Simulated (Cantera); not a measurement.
Input (Python, Cantera) and output of one run.

```python
import numpy as np
import cantera as ct

gas_names = """
    C CN CO CO2 C2 CCN CNC C2N2 C2O C3 C3O2 C4 C4N2 C5 Fe FeC5O5 FeO N NCO NO NO2 NO3 N2 N2O O O2 O3
""".split()
cond_names = """
    C(gr) Fe(a) Fe(c) Fe(d) Fe(L) FeC5O5(L) FeO(s) FeO(L) Fe2O3(s) Fe3O4(s)
""".split()


# ... load() reads the species with a 1 bar reference pressure and builds the phases ...
atoms = {
    'Fe3O4': {'Fe': 3, 'O': 4},
    'C': {'C': 1},
    'N2': {'N': 2},
}
top_T = {'C(gr)': 4500, 'Fe2O3(s)': 1830, 'Fe3O4(s)': 1870}  # K; cautious upper limits of use, not melting points


# ... equilibrate(T, P, feed) seeds the gas with the atoms and calls Mixture.equilibrate('TP', solver="vcs", rtol=1e-11, max_steps=5000) ...
results = []
T = 2298  # K
P = 100000  # Pa
for m in [0.89, 1.6, 2.3, 3, 3.6, 4.3, 5]:
    feed = {'Fe3O4': 1, 'C': m, 'N2': 2.4}  # mol
    mix = equilibrate(T, P, feed)
    results.append((T, P, feed, dict(zip(mix.species_names, mix.species_moles))))

top = {s: max(r[3][s] / sum(r[3][g] for g in gas_names) for r in results) for s in gas_names}
cols = sorted((s for s in top if top[s] > 0.001), key=lambda s: -top[s])[:9]
seen = [c for c in cond_names if any(r[3].get(c, 0) > 1e-12 for r in results)]
print("log10 of partial pressures in bar; condensed amounts in mol")
print(f"{'n(C)':>10s}" + "".join(f"{s[:9]:>10s}" for s in cols + seen))
for T, P, feed, n in results:
    ng = sum(n[g] for g in gas_names)
    print(f"{feed['C']:10.4g}" + "".join(f"{np.log10(max(n[s] / ng * P / 1e5, 1e-99)):10.3f}" for s in cols)
          + "".join(f"{n.get(c, 0):10.4g}" for c in seen))
```

Result:

```
log10 of partial pressures in bar; condensed amounts in mol
      n(C)        N2        CO       CO2        Fe     C(gr)     Fe(L)    FeO(L)
      0.89    -0.139    -0.633    -1.434    -2.446         0         0     2.988
       1.6    -0.225    -0.437    -1.499    -2.184         0    0.7013     2.272
       2.3    -0.295    -0.349    -1.412    -2.184         0     1.452     1.516
         3    -0.355    -0.294    -1.357    -2.184         0     2.204    0.7601
       3.6    -0.401    -0.261    -1.323    -2.184         0     2.848    0.1122
       4.3    -0.429    -0.207    -5.538    -2.184    0.2999     2.958         0
         5    -0.429    -0.207    -5.538    -2.184    0.9999     2.958         0
```

These are equilibrium values from Cantera (NASA tables, ideal gas, pure condensed phases), not measurements of a reactor. Each liquid is taken as pure. Iron dissolves carbon and melts from about 1420 K in contact with it, which pure phases cannot show. Mutual solubility and eutectic melting of coexisting phases are not modelled. The tables' stoichiometric FeO is somewhat more stable than real wüstite, so its field is too wide. FeO: taken at fixed stoichiometry. Condensed phases not in the tables: cementite and carbon dissolved in iron.
